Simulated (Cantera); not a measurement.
# Moist CO burnout

An isothermal, constant-pressure homogeneous reactor starts with CO : O2 : H2O : N2 = 0.0081 : 0.038 : 0.03 : 1 (molar parts), at 1250 K and 130000 Pa.

Detailed kinetics in Cantera: GRI-Mech 3.0 (53 species, 325 reactions).

```tsv
t (s)	x CO	x O2	x H2O	x N2O	x H2
6.00e-5	0.00753	0.0353	0.0279	<1e-12	2.59e-11
0.000173	0.00753	0.0353	0.0279	<1e-12	6.38e-10
0.000501	0.00753	0.0353	0.0279	2.45e-11	4.09e-8
0.00145	0.00626	0.0346	0.0277	5.11e-8	9.05e-5
0.00418	0.00145	0.0323	0.0279	3.18e-7	4.04e-5
0.0121	0.000214	0.0318	0.0280	4.47e-7	5.69e-6
0.0348	2.38e-5	0.0317	0.0280	4.89e-7	6.76e-7
0.101	2.07e-6	0.0317	0.0280	4.76e-7	8.26e-8
0.291	1.15e-7	0.0317	0.0280	3.98e-7	1.36e-8
0.839	3.69e-9	0.0317	0.0280	2.29e-7	5.67e-9
2.42	2.08e-9	0.0317	0.0280	5.13e-8	4.90e-9
7.00	2.02e-9	0.0317	0.0280	1.04e-8	4.79e-9
```
x: mole fraction; the columns are a selection and need not sum to one.

Equilibrium at this temperature and pressure: CO 2.03e-9, O2 0.0316, H2O 0.0280, N2O 1.01e-8, H2 4.79e-9 (gas phase only).
